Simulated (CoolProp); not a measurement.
Saturation properties of methanol.

Values from CoolProp's reference Helmholtz-energy equation of state, de Reuck 1993.

| T (°C) | p (MPa) | vapour density (kg/m³) | vapour viscosity (µPa s) |
|---|---|---|---|
| 18.25 | 0.01185 | 0.1601 | 9.41 |
| 38.65 | 0.03334 | 0.4259 | 10.0 |
| 59.05 | 0.08150 | 0.9928 | 10.7 |
| 79.55 | 0.1782 | 2.091 | 11.3 |
| 99.95 | 0.3532 | 4.036 | 11.8 |
| 120.35 | 0.6471 | 7.307 | 12.3 |
| 140.75 | 1.111 | 12.62 | 12.9 |
| 161.25 | 1.810 | 21.17 | 13.4 |
| 181.65 | 2.810 | 34.48 | 14.1 |

It boils at 64.5 °C under 1 atm.

Viscosity comes from a separate model (Xiang 2006).
